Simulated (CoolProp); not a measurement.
Ethanol at 293.15 K and 2.25 MPa flows at 4 m/s in a round tube of 2 mm bore and 1.5 µm roughness, fully developed (64/Re and Nu = 3.66 if laminar; Colebrook and Gnielinski if turbulent). Each further row changes one setting.

Computed with CoolProp (reference Helmholtz-energy equation of state, Schroeder 2014).

| case | Reynolds number | Darcy friction factor | pressure drop (Pa/m) | heat-transfer coefficient (W/(m² K)) | mass flow (kg/h) |
|---|---|---|---|---|---|
| as stated | 5230 | 0.0378 | 119000 | 4820 | 35.8 |
| velocity 8 m/s | 10500 | 0.0317 | 401000 | 9720 | 71.6 |
| diameter 4 mm | 10500 | 0.0311 | 49200 | 4810 | 143 |

Viscosity comes from a separate model (Kiselev 2005). Thermal conductivity comes from a separate model (Assael 2013).
